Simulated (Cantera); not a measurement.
An isothermal, constant-pressure homogeneous reactor starts with CO : O₂ : H₂O : N₂ = 0.0065 : 0.0034 : 0.0024 : 1 (molar parts), equivalence ratio 0.96, at 1475 K and 1050 Torr. Integrator tolerance rtol = 1e-08.

Computed with Cantera and GRI-Mech 3.0 (53 species, 325 reactions).

**Question.** What does this change do: H2O 0.0024 to 0.00058 parts?

**Answer.** 
| quantity | before | after |
|---|---|---|
| x(CO) at 1.00 s | 2.50e-5 (gas-phase equilibrium 1.58e-6) | 5.26e-5 (gas-phase equilibrium 1.58e-6) |
| x(O₂) at 1.00 s | 0.000159 (gas-phase equilibrium 0.000134) | 0.000171 (gas-phase equilibrium 0.000134) |
| x(H₂O) at 1.00 s | 0.00237 (gas-phase equilibrium 0.00238) | 0.000572 (gas-phase equilibrium 0.000575) |
| x(H) at 1.00 s | 3.40e-7 (gas-phase equilibrium 5.36e-9) | 5.19e-7 (gas-phase equilibrium 2.63e-9) |
| x(CO₂) at 1.00 s | 0.00642 (gas-phase equilibrium 0.00644) | 0.00640 (gas-phase equilibrium 0.00645) |
| x(H₂) at 1.00 s | 3.59e-6 (gas-phase equilibrium 2.35e-7) | 1.81e-6 (gas-phase equilibrium 5.69e-8) |

**Question.** What does this change do: CO 0.0065 to 0.00095 parts?

**Answer.** 
| quantity | before | after |
|---|---|---|
| x(CO) at 1.00 s | 2.50e-5 (gas-phase equilibrium 1.58e-6) | 5.40e-8 (gas-phase equilibrium 5.04e-8) |
| x(O₂) at 1.00 s | 0.000159 (gas-phase equilibrium 0.000134) | 0.00291 (gas-phase equilibrium 0.00284) |
| x(H₂O) at 1.00 s | 0.00237 (gas-phase equilibrium 0.00238) | 0.00238 (gas-phase equilibrium 0.00238) |
| x(H) at 1.00 s | 3.40e-7 (gas-phase equilibrium 5.36e-9) | 2.72e-9 (gas-phase equilibrium 2.50e-9) |
| x(CO₂) at 1.00 s | 0.00642 (gas-phase equilibrium 0.00644) | 0.000944 (gas-phase equilibrium 0.000944) |
| x(H₂) at 1.00 s | 3.59e-6 (gas-phase equilibrium 2.35e-7) | 5.38e-8 (gas-phase equilibrium 5.13e-8) |
